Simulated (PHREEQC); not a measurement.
Solution A (0.035 mol H3PO4 and 1.7e-05 mol Na2B4O7 per kg of water) is mixed with solution B (0.0011 mol K2CO3, 0.00014 mol K2SO4 and 3.2e-06 mol CO2 per kg of water) at 20 °C; shares are by mass of water, 1 kg in all. Oxygen alone is held at its pressure in air (log pO2 = -0.68). CO2 from the air is kept out. Precipitation was switched off in this run.

Equilibrium calculation in PHREEQC: ion-association model, phreeqc.dat.

```json
[
 {"share of solution B": "0", "pH": "1.91", "SO4-2 (mol/kgw)": "0", "CO2 (mol/kgw)": "0", "CO3-2 (mol/kgw)": "0", "H3PO4 (mol/kgw)": "0.0212", "H2PO4- (mol/kgw)": "0.0138"},
 {"share of solution B": "0.1", "pH": "1.94", "SO4-2 (mol/kgw)": "8.13e-6", "CO2 (mol/kgw)": "0.000110", "CO3-2 (mol/kgw)": "0", "H3PO4 (mol/kgw)": "0.0185", "H2PO4- (mol/kgw)": "(withheld)"},
 {"share of solution B": "0.2", "pH": "1.98", "SO4-2 (mol/kgw)": "1.68e-5", "CO2 (mol/kgw)": "0.000221", "CO3-2 (mol/kgw)": "0", "H3PO4 (mol/kgw)": "0.0159", "H2PO4- (mol/kgw)": "0.0121"},
 {"share of solution B": "0.25", "pH": "2.00", "SO4-2 (mol/kgw)": "(withheld)", "CO2 (mol/kgw)": "0.000276", "CO3-2 (mol/kgw)": "0", "H3PO4 (mol/kgw)": "0.0146", "H2PO4- (mol/kgw)": "0.0117"},
 {"share of solution B": "0.35", "pH": "2.04", "SO4-2 (mol/kgw)": "(withheld)", "CO2 (mol/kgw)": "0.000386", "CO3-2 (mol/kgw)": "0", "H3PO4 (mol/kgw)": "0.0120", "H2PO4- (mol/kgw)": "0.0107"},
 {"share of solution B": "0.45", "pH": "2.10", "SO4-2 (mol/kgw)": "4.15e-5", "CO2 (mol/kgw)": "0.000496", "CO3-2 (mol/kgw)": "0", "H3PO4 (mol/kgw)": "0.00958", "H2PO4- (mol/kgw)": "0.00967"},
 {"share of solution B": "0.55", "pH": "2.17", "SO4-2 (mol/kgw)": "5.32e-5", "CO2 (mol/kgw)": "0.000607", "CO3-2 (mol/kgw)": "0", "H3PO4 (mol/kgw)": "0.00721", "H2PO4- (mol/kgw)": "0.00854"},
 {"share of solution B": "0.65", "pH": "2.27", "SO4-2 (mol/kgw)": "6.65e-5", "CO2 (mol/kgw)": "0.000717", "CO3-2 (mol/kgw)": "0", "H3PO4 (mol/kgw)": "0.00496", "H2PO4- (mol/kgw)": "0.00729"},
 {"share of solution B": "0.75", "pH": "2.41", "SO4-2 (mol/kgw)": "8.24e-5", "CO2 (mol/kgw)": "0.000827", "CO3-2 (mol/kgw)": "0", "H3PO4 (mol/kgw)": "0.00290", "H2PO4- (mol/kgw)": "0.00585"},
 {"share of solution B": "0.8", "pH": "2.52", "SO4-2 (mol/kgw)": "9.18e-5", "CO2 (mol/kgw)": "0.000882", "CO3-2 (mol/kgw)": "0", "H3PO4 (mol/kgw)": "0.00196", "H2PO4- (mol/kgw)": "0.00504"},
 {"share of solution B": "0.9", "pH": "2.99", "SO4-2 (mol/kgw)": "0.000116", "CO2 (mol/kgw)": "0.000992", "CO3-2 (mol/kgw)": "2.09e-14", "H3PO4 (mol/kgw)": "0.000414", "H2PO4- (mol/kgw)": "0.00309"},
 {"share of solution B": "1", "pH": "10.65", "SO4-2 (mol/kgw)": "0.000138", "CO2 (mol/kgw)": "1.68e-8", "CO3-2 (mol/kgw)": "0.000767", "H3PO4 (mol/kgw)": "0", "H2PO4- (mol/kgw)": "0"}
]
```

Problem. Complete the blanks.

Solution. 
- 0.1, H2PO4- (mol/kgw): 0.0130
- 0.25, SO4-2 (mol/kgw): 2.13e-5
- 0.35, SO4-2 (mol/kgw): 3.10e-5

Complexes and solids missing from the database can't appear.
